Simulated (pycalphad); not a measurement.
CALPHAD calculation (pycalphad, COST 507 light-alloy database (1999)), 1 atm. No gas phase is included, though pure Mg would boil below 1650 K. These are 1990s assessments: newer ones move some temperatures and phases. Kinetics are ignored, which matters at the lower temperatures.

### Question
How does the equilibrium phase assembly of Mg-3.02Al-2.57Si (at.%) change on cooling from 1650 K to 370 K?

### Answer
```csv
T (K),phases above,phases below
970.1,liquid,liquid + MG2SI
895.0,liquid + MG2SI,hcp + liquid + MG2SI
848.2,hcp + liquid + MG2SI,hcp + MG2SI
493.9,hcp + MG2SI,ALMG_GAMMA + hcp + MG2SI
```
Changes were sought between steps of 40 K, so a narrower field can be missed.

Database names, with the compositions (at.%) that they take in these runs: MG2SI: Mg 67 Si 33; ALMG_GAMMA: Mg 59 Al 41.
